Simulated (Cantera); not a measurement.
What does this Cantera script print?

```python
import numpy as np
import cantera as ct

gas_names = """
    C CH CH2 CH3 CH2OH CH3O CH4 CH3OH CO CO2 COOH C2 C2H CHCO,ketyl C2H2,acetylene C2H2,vinylidene
    CH2CO,ketene C2H3,vinyl CH3CO,acetyl C2H4 C2H4O,ethylen CH3CHO,ethanal CH3COOH (HCOOH)2 C2H5 C2H6
    CH3OCH3 C2H5OH C2O C3 C3H3,propargyl C3H4,allene C3H4,propyne C3H4,cyclo- C3H5,allyl C3H6,propylene
    C3H6,cyclo- C3H6O C3H7,n-propyl C3H7,i-propyl C3H8 C3H8O,1propanol C3H8O,2propanol C3O2 C4 C4H2
    C4H4,1,3-cyclo- C4H6,butadiene C4H6,2-butyne C4H6,cyclo- C4H8,1-butene C4H8,cis2-buten
    C4H8,tr2-butene C4H8,isobutene C4H8,cyclo- (CH3COOH)2 C4H9,n-butyl C4H9,i-butyl C4H9,s-butyl
    C4H9,t-butyl C4H10,isobutane C4H10,n-butane C5 C5H6,1,3cyclo- C5H8,cyclo- C5H10,1-pentene
    C5H10,cyclo- C5H11,pentyl C5H11,t-pentyl C5H12,n-pentane C5H12,i-pentane CH3C(CH3)2CH3 C6H2
    C6H5,phenyl C6H5O,phenoxy C6H6 C6H5OH,phenol C6H10,cyclo- C6H12,1-hexene C6H12,cyclo- C6H13,n-hexyl
    C7H7,benzyl C7H8 C7H8O,cresol C7H14,1-heptene C7H15,n-heptyl C7H16,n-heptane C8H8,styrene
    C8H10,ethylbenz C8H16,1-octene C8H17,n-octyl C8H18,isooctane C8H18,n-octane C9H19,n-nonyl
    C10H8,naphthale C10H21,n-decyl C12H9,o-bipheny C12H10,bipheny Ca CaO CaOH CaO2H2 Ca2 H HCO HO2 H2
    HCHO,formaldehy HCOOH H2O H2O2 O OH O2 O3
""".split()
cond_names = """
    C(gr) C6H6(L) C7H8(L) C8H18(L),n-octa Ca(a) Ca(b) Ca(L) CaCO3(caL) CaO(s) CaO(L) CaO2H2(s) H2O(s)
    H2O(L)
""".split()


def load(file, names, dense=False):
    # The tables refer to 1 bar. Condensed volumes are neglected.
    table = {s.name: s for s in ct.Species.list_from_file(file)}
    out = []
    for n in names:
        d = dict(table[n].input_data)
        d["thermo"] = dict(d["thermo"], **{"reference-pressure": 1e5})
        if dense:
            d["equation-of-state"] = {"model": "constant-volume", "density": "1e6 g/cm^3"}
        out.append(ct.Species.from_dict(d))
    return out


gas = ct.Solution(thermo="ideal-gas", species=load("nasa_gas.yaml", gas_names))
cond = {s.name: ct.Solution(thermo="fixed-stoichiometry", species=[s], name=s.name)
        for s in load("nasa_condensed.yaml", cond_names, dense=True)}
atoms = {
    'CaCO3': {'Ca': 1, 'C': 1, 'O': 3},
    'H2O': {'H': 2, 'O': 1},
}
top_T = {'C(gr)': 4500}  # K; cautious upper limits of use, not melting points


def equilibrate(T, P, feed):
    n = {}
    for name, mol in feed.items():
        for a, k in atoms[name].items():
            n[a] = n.get(a, 0.0) + k * mol
    gas.TPX = T, P, n
    mass = sum(n.values()) * gas.mean_molecular_weight
    gas.equilibrate("TP")
    valid = [c for c in cond.values() if c.min_temp <= T <= top_T.get(c.name, c.max_temp)]
    mix = ct.Mixture([(gas, mass / gas.mean_molecular_weight)] + [(c, 0.0) for c in valid])
    mix.T, mix.P = T, P
    mix.equilibrate("TP", solver="vcs", rtol=1e-11, max_steps=5000)
    return mix


results = []
feed = {'CaCO3': 1, 'H2O': 4.3}  # mol
P = 26  # Pa
for T in [1348, 1398, 1448, 1498, 1548, 1598, 1648, 1698, 1748, 1798, 1848]:
    mix = equilibrate(T, P, feed)
    results.append((T, P, feed, dict(zip(mix.species_names, mix.species_moles))))
    x = sorted(zip(gas.X, gas.species_names), reverse=True)
    print(f"T = {T:g} K  P = {P:g} Pa  gas = {mix.phase_moles(0):.4g} mol")
    print("   x: " + "  ".join(f"{s} {v:.3e}" for v, s in x if v > 0.0001))
    print("   condensed (mol): " + ("  ".join(f"{mix.phase(i).name} {mix.phase_moles(i):.4g}"
          for i in range(1, mix.n_phases) if mix.phase_moles(i) > 1e-12) or "none"))
```

Result:

```
T = 1348 K  P = 26 Pa  gas = 5.302 mol
   x: H2O 8.104e-01  CO2 1.884e-01  H2 5.228e-04  O2 3.604e-04  CO 2.378e-04
   condensed (mol): CaO(s) 1
T = 1398 K  P = 26 Pa  gas = 5.304 mol
   x: H2O 8.098e-01  CO2 1.881e-01  H2 8.810e-04  O2 6.238e-04  CO 4.426e-04  OH 1.579e-04
   condensed (mol): CaO(s) 1
T = 1448 K  P = 26 Pa  gas = 5.306 mol
   x: H2O 8.088e-01  CO2 1.877e-01  H2 1.432e-03  O2 1.040e-03  CO 7.874e-04  OH 2.908e-04
   condensed (mol): CaO(s) 1
T = 1498 K  P = 26 Pa  gas = 5.31 mol
   x: H2O 8.072e-01  CO2 1.870e-01  H2 2.251e-03  O2 1.677e-03  CO 1.345e-03  OH 5.142e-04
   condensed (mol): CaO(s) 1
T = 1548 K  P = 26 Pa  gas = 5.317 mol
   x: H2O 8.048e-01  CO2 1.859e-01  H2 3.436e-03  O2 2.621e-03  CO 2.213e-03  OH 8.759e-04  H 1.119e-04
   condensed (mol): CaO(s) 1
T = 1598 K  P = 26 Pa  gas = 5.326 mol
   x: H2O 8.014e-01  CO2 1.842e-01  H2 5.104e-03  O2 3.981e-03  CO 3.516e-03  OH 1.442e-03  H 2.358e-04
   condensed (mol): CaO(s) 1
T = 1648 K  P = 26 Pa  gas = 5.339 mol
   x: H2O 7.965e-01  CO2 1.819e-01  H2 7.393e-03  O2 5.885e-03  CO 5.409e-03  OH 2.299e-03  H 4.749e-04  O 1.205e-04
   condensed (mol): CaO(s) 1
T = 1698 K  P = 26 Pa  gas = 5.359 mol
   x: H2O 7.897e-01  CO2 1.785e-01  H2 1.047e-02  O2 8.481e-03  CO 8.067e-03  OH 3.559e-03  H 9.174e-04  O 2.499e-04
   condensed (mol): CaO(s) 1
T = 1748 K  P = 26 Pa  gas = 5.386 mol
   x: H2O 7.803e-01  CO2 1.740e-01  H2 1.450e-02  O2 1.192e-02  CO 1.168e-02  OH 5.358e-03  H 1.706e-03  O 4.966e-04
   condensed (mol): CaO(s) 1
T = 1798 K  P = 26 Pa  gas = 5.424 mol
   x: H2O 7.677e-01  CO2 1.680e-01  H2 1.967e-02  CO 1.641e-02  O2 1.637e-02  OH 7.856e-03  H 3.063e-03  O 9.474e-04
   condensed (mol): CaO(s) 0.9999
T = 1848 K  P = 26 Pa  gas = 5.475 mol
   x: H2O 7.509e-01  CO2 1.603e-01  H2 2.618e-02  CO 2.240e-02  O2 2.194e-02  OH 1.123e-02  H 5.320e-03  O 1.740e-03
   condensed (mol): CaO(s) 0.9998
```

Method: chemical equilibrium by Gibbs-energy minimisation in Cantera with the NASA 1993 tables (ideal gas, pure condensed phases).
